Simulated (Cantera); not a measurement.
Low-pressure radical oxidation in H2/O2

A perfectly stirred reactor is fed with 13.5 % H2, 64.5 % O2, 21.9 % N2, at 20.0 Torr; it is held at 1325 K, and followed from long to short residence time.

Cantera simulation using GRI-Mech 3.0 (53 species, 325 reactions); the numbers are that mechanism's predictions, not measurements. Radical loss at walls, strong at low pressure, is not modelled. The temperature is held fixed by assumption; the heat of reaction is taken as removed at once.

```json
[
 {"τ (s)": "12", "x H2": "5.66e-5", "x O2": "0.619", "x NO": "2.41e-7", "x HO2": "8.29e-7", "x OH": "0.000877", "x H": "1.66e-5", "x H2O": "0.145"},
 {"τ (s)": "4.0", "x H2": "0.000117", "x O2": "0.618", "x NO": "1.83e-7", "x HO2": "1.47e-6", "x OH": "0.00127", "x H": "5.01e-5", "x H2O": "0.144"},
 {"τ (s)": "1.3", "x H2": "0.000242", "x O2": "0.617", "x NO": "1.69e-7", "x HO2": "2.46e-6", "x OH": "0.00184", "x H": "0.000155", "x H2O": "0.144"},
 {"τ (s)": "0.44", "x H2": "0.000486", "x O2": "0.616", "x NO": "2.14e-7", "x HO2": "3.76e-6", "x OH": "0.00264", "x H": "0.000453", "x H2O": "0.143"},
 {"τ (s)": "0.14", "x H2": "0.000995", "x O2": "0.612", "x NO": "3.52e-7", "x HO2": "5.35e-6", "x OH": "0.00381", "x H": "0.00138", "x H2O": "0.141"},
 {"τ (s)": "0.048", "x H2": "0.00189", "x O2": "0.606", "x NO": "5.87e-7", "x HO2": "6.76e-6", "x OH": "0.00530", "x H": "0.00373", "x H2O": "0.137"},
 {"τ (s)": "0.016", "x H2": "0.00348", "x O2": "0.596", "x NO": "8.74e-7", "x HO2": "7.78e-6", "x OH": "0.00714", "x H": "0.00940", "x H2O": "0.130"},
 {"τ (s)": "0.0052", "x H2": "0.00594", "x O2": "0.582", "x NO": "9.27e-7", "x HO2": "8.16e-6", "x OH": "0.00904", "x H": "0.0196", "x H2O": "0.119"},
 {"τ (s)": "0.0017", "x H2": "0.00971", "x O2": "0.572", "x NO": "5.82e-7", "x HO2": "8.09e-6", "x OH": "0.0106", "x H": "0.0303", "x H2O": "0.107"}
]
```
x: mole fraction; the columns are a selection and need not sum to one.
